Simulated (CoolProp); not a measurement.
The fluid at 298.15 K and 9.94 MPa is throttled through a valve to 5.49 MPa with no heat exchange. The same conditions are run with several fluids, on thermodynamics alone (safety and materials aside).

Values from CoolProp's reference Helmholtz-energy equation of state of each fluid (ethylene: Smukala 2000; normal hydrogen: Leachman 2009; nitrogen: Span 2000; carbon monoxide: Lemmon 2006; C2F6 (R116): Lemmon 2006).

| fluid | temperature change (K) | final density (kg/m³) |
|---|---|---|
| ethylene | … | 275 |
| normal hydrogen | … | … |
| nitrogen | … | … |
| carbon monoxide | … | … |
| C2F6 (R116) | … | 1060 |

Task: Fill in the missing entries.

Result: 
- ethylene, temperature change (K): -13.4
- normal hydrogen, temperature change (K): +1.5
- normal hydrogen, final density (kg/m³): 4.30
- nitrogen, temperature change (K): -7.1
- nitrogen, final density (kg/m³): 64.0
- carbon monoxide, temperature change (K): -8.2
- carbon monoxide, final density (kg/m³): 64.7
- C2F6 (R116), temperature change (K): -3.3
